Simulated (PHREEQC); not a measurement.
Dissolve 0.011 mol/kgw CaSO4, 0.0051 mol/kgw MnSO4 and 0.00083 mol/kgw NaCl at 20 °C. Closed to the air; pH follows from the charge balance.

Equilibrium calculation in PHREEQC: ion-association model, phreeqc.dat.

No solid was allowed to form.

**Question.** Predict the pH, specific conductance, ionic strength.

**Answer.** pH 6.79; specific conductance 2180 µS/cm; ionic strength 0.0457 mol/kgw.

**Question.** In which forms is S present?

**Answer.** SO4-2 70 %, CaSO4 21 %, MnSO4 9.4 % of the S.
